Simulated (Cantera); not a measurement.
**SiCl₄ + N₂ + H₂ (silicon nitride deposition)**

Input: 1 mol SiCl₄, 30 mol N₂, 0.77 mol H₂, at 1625 K.

Method: chemical equilibrium by Gibbs-energy minimisation in Cantera with the NASA 1993 tables (ideal gas, pure condensed phases). Candidate condensed phases: NH₄Cl, Si, Si₃N₄; 28 gas species. The tables' values for SiCl₃, SiCl are old estimates; treat these amounts as uncertain. Kinetics and transport are ignored.

```tsv
P (Pa)	x N₂	x HCl	x SiCl₂	x Cl	x SiCl₄	n Si₃N₄(s)
5	0.909	0.0453	0.0298	0.0149	1.75e-5	0
17	0.910	0.0462	0.0288	0.0129	0.000147	0
59	0.913	0.0466	0.0264	0.00942	0.000867	0
210	0.918	0.0468	0.0233	0.00468	0.00240	0
710	0.921	0.0466	0.0213	0.00178	0.00360	0
2400	0.922	0.0458	0.0201	0.000600	0.00443	0
8400	0.923	0.0438	0.0186	0.000198	0.00547	0
29000	0.925	0.0402	0.0165	6.93e-5	0.00710	0
100000	0.929	0.0398	0.00879	3.52e-5	0.0116	0.0414
```
x: gas mole fraction; n: condensed amount in mol.

From 5.00e-5 bar to 0.290 bar nothing is condensed. At 1.00 bar the condensed part is Si₃N₄(s). The main Si-bearing gas is SiCl₂ at 5.00e-5 bar and SiCl₄ at 1.00 bar.
